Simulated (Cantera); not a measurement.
A closed system holds: 1 mol B₂O₃, 16 mol H₂, 2.7 mol NH₃, at 1150 K and 13.3 mbar.

Method: chemical equilibrium by Gibbs-energy minimisation in Cantera with the NASA 1993 tables (ideal gas, pure condensed phases). Candidate condensed phases: B, BN, B₂O₃, B₃O₃H₃, H₂O; 39 gas species. Mutual solubility and eutectic melting of coexisting phases are not modelled. Equilibrium is a limit: real reactors are often held back by kinetics, nucleation or transport.

Base state: H₂ 0.936, N₂ 0.0628, H₂O 0.000805, HBO₂ 9.70e-5 (mole fractions); condensed: BN(s) + B₂O₃(l).

Problem. What changes in the equilibrium state with this change: NH₃ from 2.7 to 0.11 mol?

Solution. 
```csv
species,before,after
H₂,0.936,0.996
N₂,0.0628,0.00328
H₂O,0.000805,0.000320
HBO₂,9.70e-5,6.11e-5
"BN(s), mol",0.0121,0.00376
"B₂O₃(l), mol",0.993,0.998
```

Problem. What changes in the equilibrium state with this change: 0.22 mol O₂ added?

Solution. 
```csv
species,before,after
H₂,0.936,0.916
N₂,0.0628,0.0631
H₂O,0.000805,0.0203
HBO₂,9.70e-5,0.000487
"BN(s), mol",0.0121,0
"B₂O₃(l), mol",0.993,0.995
```
Gases not in the tables: H₃BO₃.

Problem. What changes in the equilibrium state with this change: pressure from 13.3 mbar to 0.100 bar?

Solution. 
```json
[
 {"species": "H₂", "before": "0.936", "after": "0.936"},
 {"species": "N₂", "before": "0.0628", "after": "0.0626"},
 {"species": "H₂O", "before": "0.000805", "after": "0.00157"},
 {"species": "HBO₂", "before": "9.70e-5", "after": "4.95e-5"},
 {"species": "BN(s), mol", "before": "0.0121", "after": "0.0228"},
 {"species": "B₂O₃(l), mol", "before": "0.993", "after": "0.988"}
]
```
Gases not in the tables: H₃BO₃.
